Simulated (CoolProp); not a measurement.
Computed with CoolProp (reference Helmholtz-energy equation of state, de Reuck 1990).

### Question
For fluorine, give the phase and the density (kg/m³), speed of sound (m/s) at 155.9 K and 1.31 MPa; 155.9 K and 6.55 MPa.

### Answer
- 155.9 K and 1.31 MPa: gas; density 41.2, speed of sound 211
- 155.9 K and 6.55 MPa: supercritical; density 356, speed of sound 181
